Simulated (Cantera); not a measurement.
Input (Python, Cantera) and output of one run.

```python
import numpy as np
import cantera as ct

gas_names = """
    FeCL3 CL FeCL2 Fe2CL6 CL2
""".split()
cond_names = """
    Fe(a) Fe(c) Fe(d) Fe(L) FeCL2(s) FeCL2(L)
""".split()


# ... load() reads the species with a 1 bar reference pressure and builds the phases ...
species = {s.name: s for s in load("nasa_gas.yaml", gas_names) + load("nasa_condensed.yaml", cond_names)}
# Each term lists the table entries of one substance; the one whose range holds T is used.
reactions = {
    '2 FeCl3(g) + Fe = 3 FeCl2':
        [(-2, ['FeCL3']), (-1, ['Fe(a)', 'Fe(c)', 'Fe(d)', 'Fe(L)']), (3, ['FeCL2(s)', 'FeCL2(L)'])],
    'FeCl2 = Fe + 2 Cl(g)':
        [(-1, ['FeCL2(s)', 'FeCL2(L)']), (1, ['Fe(a)', 'Fe(c)', 'Fe(d)', 'Fe(L)']), (2, ['CL'])],
    'FeCl2(g) = 2 Cl(g) + Fe':
        [(-1, ['FeCL2']), (2, ['CL']), (1, ['Fe(a)', 'Fe(c)', 'Fe(d)', 'Fe(L)'])],
    'Fe2Cl6(g) = 2 FeCl2(g) + Cl2(g)':
        [(-1, ['Fe2CL6']), (2, ['FeCL2']), (1, ['CL2'])],
}


def pick(names, T):
    return next(species[n] for n in names if species[n].thermo.min_temp <= T <= species[n].thermo.max_temp)


results = []
for label, terms in reactions.items():
    print(label)
    print("     T/K   dH/kJ  dS/(J/K)   dG/kJ   log10 K")
    for T in [648, 748, 848, 948, 1048, 1148, 1248, 1348, 1448, 1548]:
        used = [(nu, pick(names, T)) for nu, names in terms]
        dH = sum(nu * s.thermo.h(T) for nu, s in used) / 1e6
        dS = sum(nu * s.thermo.s(T) for nu, s in used) / 1e3
        dG = dH - T * dS / 1e3
        logK = -dG * 1e6 / (ct.gas_constant * T * np.log(10))
        results.append((label, T, dH, dS, dG, logK, [s.name for _, s in used]))
        print(f"{T:8g} {dH:8.1f} {dS:8.1f} {dG:8.1f} {logK:8.2f}")
```

It prints:

```
2 FeCl3(g) + Fe = 3 FeCl2
     T/K   dH/kJ  dS/(J/K)   dG/kJ   log10 K
     648   -501.0   -321.6   -292.6    23.59
     748   -495.5   -313.7   -260.8    18.21
     848   -490.0   -306.9   -229.8    14.16
     948   -484.9   -301.1   -199.4    10.99
    1048   -347.6   -157.0   -183.1     9.12
    1148   -338.6   -148.8   -167.8     7.63
    1248   -328.9   -140.7   -153.3     6.42
    1348   -318.3   -132.5   -139.6     5.41
    1448   -307.8   -125.0   -126.7     4.57
    1548   -297.3   -118.1   -114.6     3.87
FeCl2 = Fe + 2 Cl(g)
     T/K   dH/kJ  dS/(J/K)   dG/kJ   log10 K
     648    582.2    234.6    430.2   -34.67
     748    581.7    233.9    406.7   -28.40
     848    581.4    233.5    383.4   -23.61
     948    581.5    233.6    360.0   -19.84
    1048    538.6    188.4    341.1   -17.00
    1148    537.8    187.7    322.3   -14.66
    1248    536.4    186.6    303.6   -12.70
    1348    534.1    184.8    285.0   -11.04
    1448    531.8    183.1    266.6    -9.62
    1548    529.5    181.6    248.4    -8.38
FeCl2(g) = 2 Cl(g) + Fe
     T/K   dH/kJ  dS/(J/K)   dG/kJ   log10 K
     648    388.7     69.3    343.7   -27.71
     748    390.5     71.9    336.7   -23.51
     848    392.5     74.5    329.4   -20.29
     948    395.1     77.3    321.8   -17.73
    1048    399.1     81.3    313.9   -15.64
    1148    402.3     84.3    305.5   -13.90
    1248    404.8     86.4    297.0   -12.43
    1348    406.3     87.6    288.3   -11.17
    1448    407.8     88.6    279.5   -10.08
    1548    409.4     89.7    270.6    -9.13
Fe2Cl6(g) = 2 FeCl2(g) + Cl2(g)
     T/K   dH/kJ  dS/(J/K)   dG/kJ   log10 K
     648    364.3    266.7    191.5   -15.44
     748    362.2    263.7    165.0   -11.52
     848    360.1    261.0    138.8    -8.55
     948    358.0    258.7    112.8    -6.21
    1048    356.1    256.7     87.0    -4.34
    1148    354.1    255.0     61.4    -2.80
    1248    352.3    253.4     36.0    -1.51
    1348    350.6    252.1     10.7    -0.42
    1448    348.9    250.9    -14.4     0.52
    1548    347.3    249.8    -39.4     1.33
```

Source: NASA polynomial tables (part measured, part estimated), evaluated in Cantera. Condensed species are held in their standard states even where they would react or evaporate.
